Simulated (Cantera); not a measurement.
Thermodynamics of fluorocarbon and chlorocarbon gases, feed CH₃Cl + F₂ + H₂

Charge: 1 mol CH₃Cl, 0.024 mol F₂, 1.6 mol H₂, at 97.5 Torr.

These are equilibrium values from Cantera (NASA tables, ideal gas, pure condensed phases), not measurements of a reactor. Candidate condensed phases: C, C₆H₆, C₇H₈, C₈H₁₈; 118 gas species. Equilibrium is a limit: real reactors are often held back by kinetics, nucleation or transport.

From 427 °C to 2227 °C the condensed part is C(graphite). The main C-bearing gas is CH₄ at 427 °C and C₂H₂ (acetylene) at 2227 °C.

| T (°C) | x H₂ | x HCl | x CH₄ | x H | x HF | x Cl | n C(graphite) |
|---|---|---|---|---|---|---|---|
| 427 | 0.438 | 0.334 | 0.212 | <1e-12 | 0.0161 | <1e-12 | 0.366 |
| 577 | 0.665 | 0.286 | 0.0357 | 4.63e-11 | 0.0137 | 2.00e-11 | 0.875 |
| 727 | 0.703 | 0.278 | 0.00613 | 5.28e-9 | 0.0133 | 1.94e-9 | 0.978 |
| 877 | 0.709 | 0.276 | 0.00153 | 1.74e-7 | 0.0133 | 5.98e-8 | 0.994 |
| 1027 | 0.710 | 0.276 | 0.000516 | 2.59e-6 | 0.0133 | 8.48e-7 | 0.998 |
| 1177 | 0.711 | 0.276 | 0.000217 | 2.21e-5 | 0.0132 | 6.99e-6 | 0.999 |
| 1327 | 0.711 | 0.276 | 0.000107 | 0.000127 | 0.0132 | 3.90e-5 | 0.999 |
| 1477 | 0.710 | 0.276 | 5.99e-5 | 0.000544 | 0.0132 | 0.000163 | 0.999 |
| 1627 | 0.709 | 0.275 | 3.67e-5 | 0.00185 | 0.0132 | 0.000543 | 0.998 |
| 1777 | 0.706 | 0.273 | 2.41e-5 | 0.00529 | 0.0132 | 0.00152 | 0.994 |
| 1927 | 0.698 | 0.270 | 1.67e-5 | 0.0131 | 0.0131 | 0.00367 | 0.987 |
| 2077 | 0.684 | 0.263 | 1.18e-5 | 0.0286 | 0.0130 | 0.00788 | 0.972 |
| 2227 | 0.657 | 0.251 | 8.43e-6 | 0.0565 | 0.0128 | 0.0152 | 0.945 |
x: gas mole fraction; n: condensed amount in mol.
